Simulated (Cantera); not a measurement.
**Equilibrium for carbothermic reduction: Fe3O4 + C + H2**

Charge: 1 mol Fe3O4, 0.63 mol C, 2.2 mol H2, equilibrated at 44.0 Pa.

Method: chemical equilibrium by Gibbs-energy minimisation in Cantera with the NASA 1993 tables (ideal gas, pure condensed phases). Candidate condensed phases: C, C6H6, C7H8, C8H18, Fe, Fe(CO)5, FeO, Fe(OH)2, Fe(OH)3, Fe2O3, Fe3O4, H2O; 114 gas species. Mutual solubility and eutectic melting of coexisting phases are not modelled. The tables' stoichiometric FeO is somewhat more stable than real wüstite, so its field is too wide. FeO: taken at fixed stoichiometry. Equilibrium is a limit: real reactors are often held back by kinetics, nucleation or transport.

```csv
T (K),log p H2,log p Fe,log p H2O,log p CO,log p H,log p O2,log p CO2,log p FeO,log p O,log p OH,n Fe(γ),n FeO(s),n Fe(δ),n FeO(l)
1348,-3.60,-8.39,-4.05,-4.08,-7.43,-14.32,-4.83,-11.56,-13.55,-9.68,0.297,2.70,0,0
1498,-3.62,-6.84,-4.00,-4.07,-6.57,-12.23,-4.87,-9.62,-11.52,-8.50,0.365,2.63,0,0
1648,-3.64,-5.58,-3.96,-4.07,-5.87,-10.53,-4.90,-8.05,-9.86,-7.54,0.402,2.58,0,0
1798,-3.66,-4.54,-4.01,-4.09,-5.29,-9.24,-5.01,-6.82,-8.54,-6.81,0,0,0.183,2.62
1948,-3.89,-4.02,-3.90,-4.21,-4.89,-7.46,-4.87,-5.79,-7.08,-5.95,0,0,0,2.18
2098,-4.36,-3.82,-3.85,-4.46,-4.69,-5.43,-4.64,-4.91,-5.58,-5.10,0,0,0,1.22
2248,-4.60,-3.77,-4.07,-4.61,-4.43,-4.57,-4.82,-4.71,-4.72,-4.73,0,0,0,0
```
log p: log10 of the partial pressure in bar; n: condensed amount in mol.

From 1348 K to 1648 K the condensed part is Fe(γ) + FeO(s). At 1798 K the condensed part is Fe(δ) + FeO(l). From 1948 K to 2098 K the condensed part is FeO(l). At 2248 K nothing is condensed. The main Fe-bearing gas is Fe throughout.
